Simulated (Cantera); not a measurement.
# Gas activation for diamond growth

An isothermal, constant-pressure homogeneous reactor starts with CH4 : H2 : O2 = 0.0025 : 1 : 0.011 (molar parts), at 2623 K and 0.230 bar.

Model: GRI-Mech 3.0 (53 species, 325 reactions), integrated in Cantera.

```csv
t (s),x CH4,x H2,x O2,x C2H6,x H2O,x H2O2,x HCO
2.00e-5,0.00203,0.972,0.00665,2.06e-8,0.00825,3.57e-7,1.80e-7
6.83e-5,0.00143,0.949,1.45e-5,3.23e-8,0.0213,5.46e-10,1.47e-7
0.000233,0.000821,0.941,3.98e-8,1.34e-8,0.0210,1.07e-11,1.48e-7
0.000795,0.000186,0.931,6.68e-8,8.82e-10,0.0200,1.57e-11,6.67e-8
0.00271,1.43e-5,0.916,1.09e-7,6.57e-12,0.0186,2.23e-11,1.48e-8
0.00926,1.56e-11,0.898,1.83e-7,<1e-12,0.0182,3.30e-11,5.47e-9
0.0316,1.00e-11,0.895,1.98e-7,<1e-12,0.0181,3.51e-11,5.44e-9
0.108,1.00e-11,0.895,1.98e-7,<1e-12,0.0181,3.51e-11,5.44e-9
0.368,1.00e-11,0.895,1.98e-7,<1e-12,0.0181,3.51e-11,5.44e-9
1.26,1.00e-11,0.895,1.98e-7,<1e-12,0.0181,3.51e-11,5.44e-9
4.29,1.00e-11,0.895,1.98e-7,<1e-12,0.0181,3.51e-11,5.44e-9
14.6,1.00e-11,0.895,1.98e-7,<1e-12,0.0181,3.51e-11,5.44e-9
50.0,1.00e-11,0.895,1.98e-7,<1e-12,0.0181,3.51e-11,5.44e-9
```
x: mole fraction; the columns are a selection and need not sum to one.

Equilibrium at this temperature and pressure: CH4 1.11e-11, H2 0.895, O2 1.98e-7, C2H6 <1e-12, H2O 0.0181, H2O2 3.51e-11, HCO 5.44e-9 (gas phase only).
